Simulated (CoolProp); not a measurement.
Vapour-liquid equilibrium of o-xylene (1) + n-decane (2) at 77.15 °C; x and y are mole fractions of (1).

Model: multi-fluid Helmholtz-energy mixture model, Zhou 2012 and Lemmon 2006; pair parameters Bell 2016, in CoolProp.

### Question
Give the bubble pressure and the first vapour's composition at x = 0.5, 0.65, 0.95. Is there an azeotrope?

### Answer
x = 0.5: 7.489 kPa, y = 0.760; x = 0.65: 8.644 kPa, y = 0.853; x = 0.95: 10.94 kPa, y = 0.983. No azeotrope shows between x = 0.05 and 0.95.

The pair parameters rest on a limited set of measurements; away from them the model extrapolates.
